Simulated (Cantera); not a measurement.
Cantera with NASA thermochemical tables; ideal gases at 1 bar, condensed phases pure. Values are per mole of reaction as written; species without (g) are pure solids or liquids, kept so even where they would boil at 1 bar.

Problem. Between 300 and 1248 K, where is each reaction favourable under standard conditions?
- 2 OH(g) → H2O(g) + O(g)
- 4 H(g) + O2(g) → 2 H2O(g)

Solution. 
- 2 OH(g) → H2O(g) + O(g): ΔG° is -66 kJ at 300 K and -47 kJ at 1248 K; it stays negative (K > 1). ΔH° is -72 kJ and ΔS° -20 J/K at 1248 K.
- 4 H(g) + O2(g) → 2 H2O(g): ΔG° is -1270 kJ at 300 K and -962 kJ at 1248 K; it stays negative (K > 1). ΔH° is -1393 kJ and ΔS° -345 J/K at 1248 K.
